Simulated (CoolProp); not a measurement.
Values from CoolProp's reference Helmholtz-energy equation of state, Lemmon 2006. It is a short technical equation, of lower accuracy than the large ones.

Task: For neopentane, give the phase and the cv (kJ/(kg K)) at 463.7 K and 0.101 MPa.

Result: 
- 463.7 K and 0.101 MPa: gas; cv 2.33
